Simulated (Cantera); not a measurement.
Feed: 1 mol C2F6, 0.12 mol H2, held at 2000 K and 0.0133 bar.

Equilibrium computed with Cantera from the NASA thermochemical tables; the gas is ideal and each condensed phase is pure. Candidate condensed phases: C, C6H6, C7H8, C8H18; 95 gas species. The feed counts by its element totals alone. Gases not in the tables: C2F6 and larger saturated fluorocarbons. Kinetics and transport are ignored.

Base state: CF4 0.749, HF 0.134, CF2 0.0836, F 0.0268, CF3 0.00688, CF 0.000124 (mole fractions); condensed: C(graphite).

Problem. What changes in the equilibrium state with this change: temperature from 2000 K to 1900 K?

Solution. 
```csv
species,before,after
CF4,0.749,0.811
HF,0.134,0.139
CF2,0.0836,0.0363
F,0.0268,0.0100
CF,0.000124,2.76e-5
CF3,0.00688,0.00358
"C(graphite), mol",0.494,0.531
```
